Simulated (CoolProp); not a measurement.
Vapour-liquid equilibrium of ethane (1) + C3F8 (R218) (2) at -6.45 °C; x and y are mole fractions of (1).

Computed with CoolProp (multi-fluid Helmholtz-energy mixture model, Bücker 2006 and Lemmon 2006; pair parameters Bell 2016).

```
x     bubble pressure, mixture model (bar)  bubble pressure, Raoult's law (bar)  y, mixture model  y, Raoult's law
----  ------------------------------------  -----------------------------------  ----------------  ---------------
0.05                                 4.720                                4.193             0.294            0.243
0.2                             (withheld)                                6.745             0.635            0.604
0.35                                 11.95                                9.296             0.750            0.766
0.5                                  14.31                                11.85        (withheld)            0.859
0.65                                 16.21                                14.40        (withheld)            0.919
0.8                                  17.98                                16.95        (withheld)            0.961
0.95                                 19.77                                19.50             0.970            0.991
```

### Question
Complete the blanks.

### Answer

- 0.2, bubble pressure, mixture model (bar): 8.732
- 0.5, y, mixture model: 0.809
- 0.65, y, mixture model: 0.854
- 0.8, y, mixture model: 0.903

The largest gap from Raoult's law is +29.5 % in bubble pressure, at x = 0.2. No azeotrope shows between x = 0.05 and 0.95.

The pair parameters rest on a limited set of measurements; away from them the model extrapolates.
